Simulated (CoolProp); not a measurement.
Vapour-liquid equilibrium of CH2F2 (R32) (1) + R1234ze(E) (2) at 95.5 kPa; x and y are mole fractions of (1).

Computed with CoolProp (multi-fluid Helmholtz-energy mixture model, Tillner-Roth 1997 and Thol 2016; pair parameters Bell 2023).

```csv
x,bubble temperature (K),y at the bubble point,dew temperature at overall composition x (K),liquid density (mol/L)
0.05,248.5,0.212,251.9,11.76
0.15,241.6,0.483,249.8,12.53
0.25,236.7,0.638,247.6,13.34
0.35,233.0,0.735,245.2,14.21
0.45,230.1,0.801,242.6,15.16
0.55,227.8,0.850,239.6,16.23
0.65,225.9,0.889,236.2,17.43
0.75,224.2,0.924,232.3,18.82
0.85,222.6,0.955,227.8,20.42
0.95,221.1,0.985,222.9,22.30
```

No azeotrope shows between x = 0.05 and 0.95.

Pair parameters are fitted to limited data, so mixtures are less certain than the pure fluids.
